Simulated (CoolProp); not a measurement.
C2F6 (R116) along the isotherm 25.55 °C: fugacity coefficient from the reference equation and from simpler models built on Tc = 19.9 °C, pc = 3.048 MPa, ω = 0.257; each cubic takes its own stable root.

The numbers come from the reference Helmholtz-energy equation of state, Lemmon 2006 in CoolProp. It is a short technical equation, of lower accuracy than the large ones.

```tsv
p (MPa)	phase	reference	van der Waals	Redlich-Kwong	Peng-Robinson
0.0482	gas	0.9951	0.9955	0.9949	0.9944
0.0707	gas	0.9928	0.9934	0.9925	0.9917
0.104	gas	0.9894	0.9903	0.9890	0.9878
0.152	gas	0.9845	0.9859	0.9840	0.9823
0.224	gas	0.9772	0.9792	0.9764	0.9739
0.328	gas	0.9666	0.9696	0.9655	0.9619
0.482	gas	0.9511	0.9553	0.9495	0.9444
0.707	gas	0.9284	0.9346	0.9262	0.9190
1.04	gas	0.8950	0.9039	0.8922	0.8820
1.52	gas	0.8471	0.8597	0.8436	0.8298
2.24	gas	0.7752	0.7927	0.7713	0.7535
3.28	supercritical	0.6664	0.6868	0.6626	0.6430
4.82	supercritical	0.5054	0.5334	0.5080	0.4909
7.07	supercritical	0.3889	0.4273	0.3962	0.3785
10.4	supercritical	0.3116	0.3611	0.3213	0.3020
15.2	supercritical	0.2661	0.3307	0.2772	0.2548
```
